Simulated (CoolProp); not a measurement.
Vapour pressure (MPa) of R365MFC: the reference equation beside estimates from Tc = 460.0 K, pc = 3.266 MPa, ω = 0.377. Clausius-Clapeyron is anchored at 264.2 K with a constant enthalpy of vaporisation of 31.11 kJ/mol.

Model: reference Helmholtz-energy equation of state, Lemmon 2016, in CoolProp.

```tsv
T (K)	reference	Lee-Kesler	Clausius-Clapeyron	van der Waals	Redlich-Kwong	Peng-Robinson
249.9	0.005058	0.004718	0.005151	0.1560	0.02171	0.005122
264.2	0.01158	0.01100	0.01158	0.2195	0.04163	?
278.4	0.02384	0.02300	0.02385	0.2982	0.07320	0.02386
292.7	0.04531	0.04435	0.04598	0.3951	0.1208	0.04527
307	0.08021	?	0.08340	0.5110	?	0.08010
321.2	0.1333	0.1333	0.1429	0.6465	0.2797	0.1332
335.5	0.2113	0.2127	0.2348	0.8047	0.4002	?
349.7	0.3199	?	0.3693	0.9848	0.5524	0.3208
364	0.4681	0.4743	0.5622	1.190	0.7428	0.4707
378.3	?	0.6730	0.8292	1.421	0.9744	?
392.5	0.9131	?	1.186	1.676	1.249	0.9240
406.8	1.231	1.248	1.658	1.960	1.574	1.249
421	1.626	1.644	2.261	2.269	1.948	1.651
```

**Question.** Fill in the missing entries.

**Answer.** 
- 264.2, Peng-Robinson: 0.01164
- 307, Lee-Kesler: 0.07945
- 307, Redlich-Kwong: 0.1884
- 335.5, Peng-Robinson: 0.2115
- 349.7, Lee-Kesler: 0.3234
- 378.3, reference: 0.6634
- 378.3, Peng-Robinson: 0.6692
- 392.5, Lee-Kesler: 0.9262

Absolute difference from the reference over all 13 rows, mean and median: Lee-Kesler 2.1 and 1.4 %, Clausius-Clapeyron 14.6 and 11.1 %, van der Waals 658.8 and 280.8 %, Redlich-Kwong 119.9 and 89.4 %, Peng-Robinson 0.6 and 0.5 %.
